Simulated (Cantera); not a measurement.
Input (Python, Cantera) and output of one run.

```python
import numpy as np
import cantera as ct

gas_names = """
    SiCL4 SiCL2 CL2 SiF4 F
""".split()
cond_names = """

""".split()


# ... load() reads the species with a 1 bar reference pressure and builds the phases ...
species = {s.name: s for s in load("nasa_gas.yaml", gas_names) + load("nasa_condensed.yaml", cond_names)}
# Each term lists the table entries of one substance; the one whose range holds T is used.
reactions = {
    'SiCl4(g) = SiCl2(g) + Cl2(g)':
        [(-1, ['SiCL4']), (1, ['SiCL2']), (1, ['CL2'])],
    'SiF4(g) + Cl2(g) = 4 F(g) + SiCl2(g)':
        [(-1, ['SiF4']), (-1, ['CL2']), (4, ['F']), (1, ['SiCL2'])],
}


def pick(names, T):
    return next(species[n] for n in names if species[n].thermo.min_temp <= T <= species[n].thermo.max_temp)


results = []
for label, terms in reactions.items():
    print(label)
    print("     T/K   dH/kJ  dS/(J/K)   dG/kJ   log10 K")
    for T in [300, 548, 598, 648, 698, 748, 798, 848, 898, 948]:
        used = [(nu, pick(names, T)) for nu, names in terms]
        dH = sum(nu * s.thermo.h(T) for nu, s in used) / 1e6
        dS = sum(nu * s.thermo.s(T) for nu, s in used) / 1e3
        dG = dH - T * dS / 1e3
        logK = -dG * 1e6 / (ct.gas_constant * T * np.log(10))
        results.append((label, T, dH, dS, dG, logK, [s.name for _, s in used]))
        print(f"{T:8g} {dH:8.1f} {dS:8.1f} {dG:8.1f} {logK:8.2f}")
```

It prints:

```
SiCl4(g) = SiCl2(g) + Cl2(g)
     T/K   dH/kJ  dS/(J/K)   dG/kJ   log10 K
     300    494.1    173.4    442.1   -76.97
     548    492.2    168.9    399.7   -38.09
     598    491.7    168.1    391.2   -34.17
     648    491.2    167.2    382.8   -30.86
     698    490.7    166.5    374.5   -28.03
     748    490.2    165.7    366.2   -25.57
     798    489.6    165.0    357.9   -23.43
     848    489.1    164.4    349.7   -21.54
     898    488.6    163.8    341.5   -19.86
     948    488.0    163.2    333.3   -18.37
SiF4(g) + Cl2(g) = 4 F(g) + SiCl2(g)
     T/K   dH/kJ  dS/(J/K)   dG/kJ   log10 K
     300   1764.0    410.7   1640.8  -285.68
     548   1769.9    425.7   1536.6  -146.47
     598   1770.6    427.0   1515.3  -132.36
     648   1771.2    427.9   1493.9  -120.42
     698   1771.7    428.6   1472.5  -110.19
     748   1772.1    429.2   1451.1  -101.33
     798   1772.4    429.6   1429.6   -93.58
     848   1772.7    430.0   1408.1   -86.73
     898   1773.0    430.3   1386.6   -80.65
     948   1773.2    430.5   1365.1   -75.21
```

Source: NASA polynomial tables (part measured, part estimated), evaluated in Cantera. Condensed species are held in their standard states even where they would react or evaporate.
